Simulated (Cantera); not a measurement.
Input: 1 mol SiCl₄, 1.1 mol HCl, 31 mol H₂, equilibrated at 1.00 Torr.

These are equilibrium values from Cantera (NASA tables, ideal gas, pure condensed phases), not measurements of a reactor. Candidate condensed phases: Si; 19 gas species. The tables' values for SiCl are old estimates; treat these amounts as uncertain. Gases not in the tables: Si₂H₆ and higher silanes. Kinetics and transport are ignored.

x: gas mole fraction; nothing condenses.

```csv
T (K),x H₂,x H,x HCl,x Cl,x Si,x SiCl₂
2098,0.774,0.0741,0.116,0.00821,0.0184,0.00705
2148,0.747,0.0986,0.116,0.0112,0.0205,0.00458
2198,0.716,0.129,0.113,0.0149,0.0220,0.00282
2248,0.680,0.166,0.109,0.0192,0.0228,0.00167
2298,0.639,…,0.102,…,0.0231,…
2348,0.593,…,…,…,0.0229,…
2398,0.541,0.317,0.0836,0.0350,0.0224,0.000290
2448,0.484,0.379,0.0733,0.0408,0.0218,0.000155
2498,0.425,0.445,0.0627,0.0464,0.0210,8.17e-5
```

What belongs in the gaps?


- 2348, x H: 0.260
- 2348, x HCl: 0.0933
- 2348, x Cl: 0.0294
- 2348, x SiCl₂: 0.000532
- 2298, x H: 0.210
- 2298, x Cl: 0.0240
- 2298, x SiCl₂: 0.000954
